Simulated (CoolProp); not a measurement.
Properties of normal hydrogen at several states (Tc = 33.1 K, pc = 1.296 MPa, ω = -0.219).

Computed with CoolProp (reference Helmholtz-energy equation of state, Leachman 2009).

```
T (K)  p (MPa)          phase  density (kg/m³)  speed of sound (m/s)  Joule-Thomson coefficient (K/MPa)  Prandtl number
-----  -------  -------------  ---------------  --------------------  ---------------------------------  --------------
413.3   0.0417            gas          0.02446                  1544                            -0.4474           0.683
528.9   0.0128            gas         0.005867                  1746                            -0.5214           0.682
336.2   0.0591            gas          0.04261                  1394                            -0.3613           0.685
474.7    0.213            gas           0.1087                  1655                            -0.4927           0.682
952.5     2.28  supercritical           0.5777                  2341                            -0.5891           0.673
341       1.23            gas           0.8688                  1414                            -0.3716           0.682
```

Viscosity comes from a separate model (Muzny 2013). Thermal conductivity comes from a separate model (Assael 2011).
